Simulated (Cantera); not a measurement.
**Silicon nitride deposition: SiCl4 + NH3 + H2**

Feed: 1 mol SiCl4, 0.18 mol NH3, 18 mol H2, at 1375 °C.

These are equilibrium values from Cantera (NASA tables, ideal gas, pure condensed phases), not measurements of a reactor. Candidate condensed phases: NH4Cl, Si, Si3N4; 28 gas species. Mutual solubility and eutectic melting of coexisting phases are not modelled. The tables' values for SiCl3, SiCl are old estimates; treat these amounts as uncertain. Equilibrium is a limit: real reactors are often held back by kinetics, nucleation or transport.

```
P (Pa)   x H2  x HCl  x SiCl2       x H      x Si      x N2   x SiCl3  x SiHCl3  n Si(s)  n Si3N4(s)
------  -----  -----  -------  --------  --------  --------  --------  --------  -------  ----------
5       0.828  0.106   0.0430    0.0115   0.00459   0.00437   3.72e-5   9.25e-8        0           0
26      0.839  0.104   0.0454   0.00507  0.000994   0.00440   8.70e-5   4.96e-7   0.0395           0
140     0.843  0.104   0.0456   0.00219  0.000185   0.00441  0.000203   2.69e-6   0.0585           0
710     0.845  0.104   0.0454  0.000973   3.64e-5   0.00442  0.000454   1.36e-5   0.0624           0
3700    0.846  0.103   0.0448  0.000426   6.98e-6   0.00442   0.00102   6.95e-5   0.0631           0
19000   0.848  0.102   0.0433  0.000188   1.36e-6   0.00352   0.00219  0.000339   0.0350     0.00924
100000  0.853  0.102   0.0368   8.24e-5   2.20e-7  0.000852   0.00427   0.00152        0      0.0364
```
x: gas mole fraction; n: condensed amount in mol.

At 5.00 Pa nothing is condensed. From 26.0 Pa to 37.0 mbar the condensed part is Si(s). At 0.190 bar the condensed part is Si(s) + Si3N4(s). At 1.00 bar the condensed part is Si3N4(s). The main Si-bearing gas is SiCl2 throughout. The share of Si in condensed phases is highest at 1.00 bar (10.9 %) and lowest at 5.00 Pa (0.0 %).
